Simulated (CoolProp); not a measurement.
Vapour-liquid equilibrium of carbon dioxide (1) + C2F6 (R116) (2) at 241.7 K; x and y are mole fractions of (1).

Computed with CoolProp (multi-fluid Helmholtz-energy mixture model, Span 1996 and Lemmon 2006; pair parameters Bell 2016).

```
x     bubble pressure (kPa)  y at the bubble point  dew pressure at overall composition x (kPa)  liquid density (mol/L)
----  ---------------------  ---------------------  -------------------------------------------  ----------------------
0.05                  819.3                    ___                                        758.9                   10.21
0.2                     ___                  0.410                                        872.3                   11.17
0.35                   1299                    ___                                         1019                   12.34
0.5                    1429                  0.653                                         1209                   13.86
0.65                   1494                  0.718                                         1425                   15.92
0.8                    1510                  0.786                                         1506                   18.81
0.95                   1435                  0.913                                         1404                   22.88
```

Q: Fill in the missing entries.

A: 
- 0.05, y at the bubble point: 0.135
- 0.2, bubble pressure (kPa): 1089
- 0.35, y at the bubble point: 0.562

y crosses x between x = 0.65 and 0.8: the model has an azeotrope there.

The pair parameters rest on a limited set of measurements; away from them the model extrapolates.
